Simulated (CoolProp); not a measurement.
Vapour-liquid equilibrium of ethanol (1) + dimethyl carbonate (2) at 0.636 MPa; x and y are mole fractions of (1).

Values from CoolProp's multi-fluid Helmholtz-energy mixture model, Schroeder 2014 and Zhou 2011; pair parameters Bell 2016.

Task: Give the bubble temperature and the first vapour's composition at x = 0.2, 0.65, 0.95. Is there an azeotrope?

Result: x = 0.2: 416.7 K, y = 0.415; x = 0.65: 406.4 K, y = 0.720; x = 0.95: 406.2 K, y = 0.938. y crosses x between x = 0.8 and 0.95: the model has an azeotrope there.

Pair parameters are fitted to limited data, so mixtures are less certain than the pure fluids.
